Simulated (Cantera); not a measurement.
Feed: 1 mol c-C4F8, 0.18 mol Si, equilibrated at 3275 °C and 1.00 Torr.

Equilibrium computed with Cantera from the NASA thermochemical tables; the gas is ideal and each condensed phase is pure. Candidate condensed phases: C, Si, SiC; 23 gas species. The feed counts by its element totals alone. The tables' values for SiF, SiF2, SiF3 are old estimates; treat these amounts as uncertain. Rates play no part.

Base state: F 0.685, C 0.245, C2 0.0223, CF 0.0161, C3 0.0156, Si 0.0131, SiF 0.00201, SiF2 0.000576 (mole fractions); condensed: gas only.

Task: What changes in the equilibrium state with this change: temperature from 3275 °C to 900 °C?

Result: 
```tsv
species	before	after
CF4	<1e-9	0.910
SiF4	6.56e-8	0.0900
CF2	3.01e-5	2.12e-6
F	0.685	2.35e-7
C	0.245	<1e-9
C2	0.0223	<1e-9
CF	0.0161	<1e-9
C3	0.0156	<1e-9
Si	0.0131	<1e-9
SiF	0.00201	<1e-9
SiF2	0.000576	<1e-9
SiC2	0.000165	<1e-9
SiC	1.90e-5	<1e-9
C(graphite), mol	0	2.18
```
Gases not in the tables: C2F6 and larger saturated fluorocarbons.
